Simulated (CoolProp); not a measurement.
CH2F2 (R32) along the isobar 7910 kPa: density (kg/m³) from the reference equation and from simpler models built on Tc = 78.1 °C, pc = 5783 kPa, ω = 0.277; each cubic takes its own stable root.

The numbers come from the reference Helmholtz-energy equation of state, Tillner-Roth 1997 in CoolProp.

```
T (°C)          phase  reference
------  -------------  ---------
12.55          liquid       1039
24.05          liquid      999.0
35.55          liquid      955.3
47.05          liquid      906.6
58.45          liquid      850.5
69.95          liquid      780.6
81.45   supercritical      681.2
92.95   supercritical      477.7
104.45  supercritical      288.3
115.95  supercritical      229.3
127.35  supercritical      198.7
138.85  supercritical      178.5
150.35  supercritical      163.8
161.85  supercritical      152.3
```

### Question
How far does each simpler model (van der Waals, Redlich-Kwong, Soave-Redlich-Kwong, Peng-Robinson) lie from the reference over these 14 states: mean and median of the absolute difference, and the worst?

### Answer
- van der Waals: mean 26.0 %, median 30.1 %, worst -46.0 % at 12.55 °C and 7910 kPa
- Redlich-Kwong: mean 14.9 %, median 21.1 %, worst -27.9 % at 69.95 °C and 7910 kPa
- Soave-Redlich-Kwong: mean 17.4 %, median 22.4 %, worst -28.4 % at 81.45 °C and 7910 kPa
- Peng-Robinson: mean 10.4 %, median 12.4 %, worst -21.0 % at 81.45 °C and 7910 kPa
